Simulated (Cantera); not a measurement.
Input: 1 mol AlCl3, 0.9 mol N2O, 1.5 mol N2, held at 0.910 bar.

These are equilibrium values from Cantera (NASA tables, ideal gas, pure condensed phases), not measurements of a reactor. Candidate condensed phases: Al, AlCl3, AlN, Al2O3; 24 gas species. Condensed phases not in the tables: AlOCl. Equilibrium is a limit: real reactors are often held back by kinetics, nucleation or transport.

log p: log10 of the partial pressure in bar; n: condensed amount in mol.

```tsv
T (°C)	log p N2	log p Cl2	log p AlCl3	log p Cl	log p Al2Cl6	log p O2	log p NO	n Al2O3(s)
502	-0.22	-0.65	-1.23	-5.61	-1.68	<-12	<-12	0.300
577	-0.23	-0.65	-1.08	-4.88	-2.09	<-12	-11.65	0.300
652	-0.23	-0.65	-1.03	-4.26	-2.57	-11.57	-10.40	0.300
727	-0.23	-0.65	-1.01	(withheld)	(withheld)	(withheld)	(withheld)	0.300
802	-0.23	-0.66	-1.01	-3.28	-3.44	-8.99	-8.39	0.300
877	-0.23	-0.66	-1.01	(withheld)	(withheld)	(withheld)	(withheld)	0.300
952	-0.23	-0.66	-1.01	-2.54	-4.11	-7.04	-6.87	0.300
1027	-0.23	-0.66	-1.01	-2.24	-4.38	-6.24	-6.25	0.300
1102	-0.23	-0.67	-1.01	-1.97	-4.62	-5.54	-5.69	0.300
1177	-0.23	-0.68	-1.01	-1.72	-4.84	-4.91	-5.21	0.300
1252	-0.24	-0.69	-1.01	-1.51	-5.03	-4.37	-4.77	0.300
1327	-0.24	-0.72	-1.02	-1.32	-5.21	-3.89	-4.39	0.300
```

Problem. Complete the blanks.

Solution. 
- 727, log p Cl: -3.74
- 727, log p Al2Cl6: -3.03
- 727, log p O2: -10.19
- 727, log p NO: -9.32
- 877, log p Cl: -2.89
- 877, log p Al2Cl6: -3.80
- 877, log p O2: -7.95
- 877, log p NO: -7.58
